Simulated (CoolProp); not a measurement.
Vapour pressure (kPa) of CF4 (R14): the reference equation beside estimates from Tc = 227.4 K, pc = 3762 kPa, ω = 0.178. Clausius-Clapeyron is anchored at 181.5 K with a constant enthalpy of vaporisation of 9.639 kJ/mol.

Values from CoolProp's reference Helmholtz-energy equation of state, Platzer 1990. This equation is an older, rougher fit; its heat capacities, sound speeds and derivatives of the liquid may be far off and weren't checked against measurements.

| T (K) | reference | Lee-Kesler | Clausius-Clapeyron |
|---|---|---|---|
| 175.5 | 573.6 | 580.5 | 603.3 |
| 178.5 | 657.7 | 665.6 | 674.1 |
| 181.5 | 750.5 | 759.4 | 750.5 |
| 184.5 | 852.7 | 862.5 | 832.7 |
| 187.6 | 968.8 | 979.3 | 923.8 |
| 190.6 | 1092 | 1103 | 1018 |
| 193.6 | 1226 | 1238 | 1119 |
| 196.6 | 1372 | 1384 | 1226 |
| 199.6 | 1530 | 1543 | 1339 |
| 202.6 | 1702 | 1715 | 1460 |
| 205.6 | 1887 | 1900 | 1587 |

Absolute difference from the reference over all 11 rows, mean and median: Lee-Kesler 1.0 and 1.0 %, Clausius-Clapeyron 7.6 and 6.8 %.
